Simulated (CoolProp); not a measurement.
Vapour-liquid equilibrium of acetone (1) + benzene (2) at 0.0234 MPa; x and y are mole fractions of (1).

Values from CoolProp's multi-fluid Helmholtz-energy mixture model, Lemmon 2006 and Thol 2012; pair parameters Bell 2016.

```csv
x,bubble temperature (°C),y at the bubble point,dew temperature at overall composition x (°C),liquid density (mol/L)
0.05,36.2,0.151,38.1,11.11
0.2,30.5,0.429,35.3,11.47
0.35,26.9,0.588,32.2,11.82
0.5,24.4,0.701,28.9,12.19
0.65,22.4,0.794,25.5,12.58
0.8,20.7,0.882,22.3,13.00
0.95,19.3,0.970,19.6,13.47
```

No azeotrope shows between x = 0.05 and 0.95.

The pair parameters rest on a limited set of measurements; away from them the model extrapolates.
